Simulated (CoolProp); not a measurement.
R404A at 293.15 K and 0.434 MPa is throttled through a valve to 0.0263 MPa with no heat exchange. Each further row changes one setting.

Values from CoolProp's reference Helmholtz-energy equation of state, Lemmon 2003. It is a pseudo-pure fit of the blend.

```json
[
 {"case": "as stated", "temperature change (K)": "?", "final density (kg/m³)": "?"},
 {"case": "outlet pressure 0.00789 MPa", "temperature change (K)": "-8.4", "final density (kg/m³)": "0.326"},
 {"case": "outlet pressure 0.0342 MPa", "temperature change (K)": "-7.8", "final density (kg/m³)": "?"}
]
```

### Question
What belongs in the gaps?

### Answer

- as stated, temperature change (K): -8.0
- as stated, final density (kg/m³): 1.09
- outlet pressure 0.0342 MPa, final density (kg/m³): 1.42
